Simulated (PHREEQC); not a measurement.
## Brine

Solution (35 °C): 0.6 mol Na2SO4 and 0.00355 mol H3BO3 per kg of water. Closed to the air; pH follows from the charge balance.

The numbers come from PHREEQC with the Pitzer model, pitzer.dat.

```json
{
 "pH": "6.20",
 "ionic_strength": "1.80 mol/kgw",
 "activity_of_water": "0.978",
 "density": "1.065 g/cm³",
 "osmotic_coefficient": "0.683"
}
```

| species | molality | activity | log γ |
|---|---|---|---|
| Na+ | 1.20 | 0.594 | -0.305 |
| SO4-2 | 0.600 | 0.0383 | -1.195 |
| B(OH)3 | 0.00354 | 0.00297 | -0.077 |
| B(OH)4- | 7.06e-6 | 2.67e-6 | -0.423 |
| HSO4- | 5.63e-6 | 3.04e-6 | -0.268 |
| H+ | 1.49e-6 | 6.27e-7 | -0.376 |
| OH- | 5.85e-8 | 3.26e-8 | -0.254 |
| B3O3(OH)4- | 5.16e-9 | 1.29e-9 | -0.603 |

Precipitation was switched off in this run. In brines, pH and single-ion activities rest on the MacInnes convention.
